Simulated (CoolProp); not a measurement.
Values from CoolProp's reference Helmholtz-energy equation of state, Tillner-Roth 1997.

**Question.** Give the vapour pressure (MPa), liquid viscosity (µPa s), vapour viscosity (µPa s), liquid conductivity (mW/(m K)) of saturated CH2F2 (R32) at 258.6, 319.8, 344.3 K.

**Answer.** 
```json
[
 {"T (K)": "258.6", "p (MPa)": "0.496", "liquid viscosity (µPa s)": "183", "vapour viscosity (µPa s)": "11.6", "liquid conductivity (mW/(m K))": "166"},
 {"T (K)": "319.8", "p (MPa)": "2.91", "liquid viscosity (µPa s)": "84.1", "vapour viscosity (µPa s)": "15.5", "liquid conductivity (mW/(m K))": "115"},
 {"T (K)": "344.3", "p (MPa)": "5.00", "liquid viscosity (µPa s)": "55.9", "vapour viscosity (µPa s)": "20.6", "liquid conductivity (mW/(m K))": "92.3"}
]
```

Viscosity comes from a separate model (Bell 2016), an estimate that may be off by 10 % or more. Thermal conductivity comes from a separate model (Huber 2003), an estimate that may be off by 10 % or more.
